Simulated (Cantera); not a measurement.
A perfectly stirred reactor is fed with 4.32 % CH4, 20.1 % O2, 75.6 % N2, equivalence ratio 0.43, at 0.290 bar; it is adiabatic with a 450 K inlet, and is followed from long to short residence time, starting on the burning branch (τ in s: 0.095, 0.041, 0.018, 0.0077, 0.0033, 0.0015, 0.00063, 0.00027, 0.00012, 5.1e-05, 2.2e-05).

Detailed kinetics in Cantera: GRI-Mech 3.0 (53 species, 325 reactions).

x: mole fraction; the columns are a selection and need not sum to one.

```json
[
 {"τ (s)": "0.095", "T (K)": "1450", "x CH4": "4.27e-5", "x O2": "0.115", "x O": "…", "x H2O": "0.0856", "x C2H": "<1e-12", "x CH2CO": "2.84e-9"},
 {"τ (s)": "0.041", "T (K)": "1441", "x CH4": "7.31e-5", "x O2": "0.115", "x O": "…", "x H2O": "0.0852", "x C2H": "<1e-12", "x CH2CO": "4.69e-9"},
 {"τ (s)": "0.018", "T (K)": "1427", "x CH4": "0.000127", "x O2": "0.115", "x O": "…", "x H2O": "0.0847", "x C2H": "<1e-12", "x CH2CO": "8.12e-9"},
 {"τ (s)": "0.0077", "T (K)": "1402", "x CH4": "0.000237", "x O2": "0.116", "x O": "…", "x H2O": "0.0838", "x C2H": "<1e-12", "x CH2CO": "1.66e-8"},
 {"τ (s)": "0.0033", "T (K)": "1358", "x CH4": "0.000515", "x O2": "0.118", "x O": "…", "x H2O": "0.0823", "x C2H": "<1e-12", "x CH2CO": "4.75e-8"},
 {"τ (s)": "0.0015", "T (K)": "450", "x CH4": "0.0432", "x O2": "0.201", "x O": "<1e-12", "x H2O": "<1e-12", "x C2H": "<1e-12", "x CH2CO": "<1e-12"},
 {"τ (s)": "0.00063", "T (K)": "450", "x CH4": "0.0432", "x O2": "0.201", "x O": "<1e-12", "x H2O": "<1e-12", "x C2H": "<1e-12", "x CH2CO": "<1e-12"},
 {"τ (s)": "0.00027", "T (K)": "450", "x CH4": "0.0432", "x O2": "0.201", "x O": "<1e-12", "x H2O": "<1e-12", "x C2H": "<1e-12", "x CH2CO": "<1e-12"},
 {"τ (s)": "0.00012", "T (K)": "450", "x CH4": "0.0432", "x O2": "0.201", "x O": "<1e-12", "x H2O": "<1e-12", "x C2H": "<1e-12", "x CH2CO": "<1e-12"},
 {"τ (s)": "5.1e-5", "T (K)": "450", "x CH4": "0.0432", "x O2": "0.201", "x O": "<1e-12", "x H2O": "<1e-12", "x C2H": "<1e-12", "x CH2CO": "<1e-12"},
 {"τ (s)": "2.2e-5", "T (K)": "450", "x CH4": "0.0432", "x O2": "0.201", "x O": "<1e-12", "x H2O": "<1e-12", "x C2H": "<1e-12", "x CH2CO": "<1e-12"}
]
```

Question: Fill in the missing entries.

Answer: 
- 0.095, x O: 0.000344
- 0.041, x O: 0.000568
- 0.018, x O: 0.000891
- 0.0077, x O: 0.00131
- 0.0033, x O: 0.00163
